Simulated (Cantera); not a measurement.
An isothermal, constant-pressure homogeneous reactor starts with CH4 : H2 : CO2 = 0.029 : 1 : 0.0064 (molar parts), at 2575 K and 0.0523 atm. Integrator tolerance rtol = 1e-08.

Cantera simulation using GRI-Mech 3.0 (53 species, 325 reactions); the numbers are that mechanism's predictions, not measurements. GRI-Mech 3.0 stops at C3 and has no aromatics, soot or wall deposition, so with more carbon than oxygen in the feed, carbon stays in small species such as C2H2 where larger ones or solid carbon would form.

Task: What does this change do: temperature 2575 to 1450 K?

Result: 
```tsv
quantity	before	after
x(CH4) at 2.00 s	4.35e-6 (gas-phase equilibrium 4.40e-6)	0.0275 (gas-phase equilibrium 0.00641)
x(H2) at 2.00 s	0.840 (gas-phase equilibrium 0.840)	0.963 (gas-phase equilibrium 0.974)
x(CO2) at 2.00 s	2.29e-11 (gas-phase equilibrium 2.32e-11)	0.00336 (gas-phase equilibrium 2.04e-10)
x(CO) at 2.00 s	0.0111 (gas-phase equilibrium 0.0111)	0.00282 (gas-phase equilibrium 0.0120)
x(HCO) at 2.00 s	1.04e-8 (gas-phase equilibrium 1.04e-8)	1.16e-11 (gas-phase equilibrium 5.16e-11)
x(C2H) at 2.00 s	0.000134 (gas-phase equilibrium 0.000134)	1.17e-11 (gas-phase equilibrium 4.14e-10)
x(H2O2) at 2.00 s	<1e-12 (gas-phase equilibrium <1e-12)	<1e-12 (gas-phase equilibrium <1e-12)
```
